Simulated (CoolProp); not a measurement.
Vapour pressure (kPa) of trans-2-butene: the reference equation beside estimates from Tc = 155.5 °C, pc = 4019 kPa, ω = 0.210.

The numbers come from the reference Helmholtz-energy equation of state, Lemmon 2005 in CoolProp. It is a short technical equation, of lower accuracy than the large ones.

```json
[
 {"T (°C)": "64.55", "reference": "696.3", "van der Waals": "1435", "Redlich-Kwong": "886.0", "Peng-Robinson": "696.6"},
 {"T (°C)": "68.15", "reference": "758.7", "van der Waals": "1508", "Redlich-Kwong": "956.2", "Peng-Robinson": "759.6"},
 {"T (°C)": "71.65", "reference": "823.3", "van der Waals": "1581", "Redlich-Kwong": "1028", "Peng-Robinson": "824.9"},
 {"T (°C)": "75.25", "reference": "893.9", "van der Waals": "1658", "Redlich-Kwong": "1106", "Peng-Robinson": "896.3"},
 {"T (°C)": "78.75", "reference": "966.8", "van der Waals": "1735", "Redlich-Kwong": "1185", "Peng-Robinson": "970.1"},
 {"T (°C)": "82.35", "reference": "1046", "van der Waals": "1817", "Redlich-Kwong": "1271", "Peng-Robinson": "1051"},
 {"T (°C)": "85.85", "reference": "1128", "van der Waals": "1899", "Redlich-Kwong": "1358", "Peng-Robinson": "1134"},
 {"T (°C)": "89.45", "reference": "1217", "van der Waals": "1985", "Redlich-Kwong": "1452", "Peng-Robinson": "1224"},
 {"T (°C)": "92.95", "reference": "1308", "van der Waals": "2072", "Redlich-Kwong": "1547", "Peng-Robinson": "1317"},
 {"T (°C)": "96.45", "reference": "1405", "van der Waals": "2161", "Redlich-Kwong": "1647", "Peng-Robinson": "1414"},
 {"T (°C)": "100.05", "reference": "1509", "van der Waals": "2254", "Redlich-Kwong": "1754", "Peng-Robinson": "1521"}
]
```

Absolute difference from the reference over all 11 rows, mean and median: van der Waals 75.3 and 73.7 %, Redlich-Kwong 21.6 and 21.5 %, Peng-Robinson 0.4 and 0.5 %.
